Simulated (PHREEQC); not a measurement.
A solution holds 0.0143 mol Al2(SO4)3 per kg of water, at 25 °C. Closed to the air; pH follows from the charge balance.

Computed with PHREEQC (ion-association model, phreeqc.dat).

No solid was allowed to form.

Problem. Order these S species by the share of S that they hold, largest first: Al(SO4)2-, SO4-2, AlSO4+, HSO4-.

Solution. AlSO4+ (48 %), SO4-2 (33 %), Al(SO4)2- (19 %), HSO4- (0.18 %)

The pH is 3.99 and the ionic strength 0.0578 mol/kgw. Saturation is exceeded, for instance for Gibbsite (slow to form); the values hold only as long as no solid forms. Complexes and solids missing from the database can't appear.
